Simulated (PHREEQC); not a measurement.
KOH is added in steps, without added water, to 1 kg of water holding 8.6 mmol/kgw NiSO4, at 25 °C. O2 is buffered at 0.21 atm. No CO2 enters from the air. The run lets Ni(OH)2, Ni4(OH)6SO4, Morenosite precipitate or redissolve, and no other solid.

Base run: PHREEQC, ion-association model, wateq4f.dat. Each further column changes one thing. The table gives pH.

```csv
KOH added (mol),base,diluted 2-fold with water,NiSO4 from 0.0086 to 0.00774 mol/kgw,NiSO4 from 0.0086 to 0.00946 mol/kgw,no solid may form
0,6.22,6.30,6.23,6.21,6.22
0.002325,6.67,6.81,6.69,6.65,9.22
0.005425,6.72,6.96,6.75,6.70,…
0.00775,6.77,7.25,6.81,6.74,…
0.01008,6.83,11.12,6.89,…,9.76
0.01317,6.96,11.60,7.07,6.89,9.94
0.0155,7.15,11.78,9.24,…,10.11
0.01783,10.73,11.90,11.30,7.25,10.33
0.02092,11.50,12.02,11.66,…,10.74
0.02325,11.71,12.10,11.82,11.56,11.04
0.02558,11.85,12.16,11.93,11.75,11.30
0.02867,11.98,12.23,12.04,11.91,11.57
0.031,12.06,12.27,12.11,12.00,…
```

Problem. Some entries are withheld; supply them.

Solution. 
- 0.005425, no solid may form: 9.50
- 0.00775, no solid may form: 9.64
- 0.01008, NiSO4 from 0.0086 to 0.00946 mol/kgw: 6.79
- 0.0155, NiSO4 from 0.0086 to 0.00946 mol/kgw: 7.00
- 0.02092, NiSO4 from 0.0086 to 0.00946 mol/kgw: 11.23
- 0.031, no solid may form: 11.72

The database's Ni(OH)2 is the aged solid; a fresh precipitate is more soluble. In at least one series the solution becomes supersaturated in solids that the run did not let form, among them Ni(OH)2, Ni4(OH)6SO4.
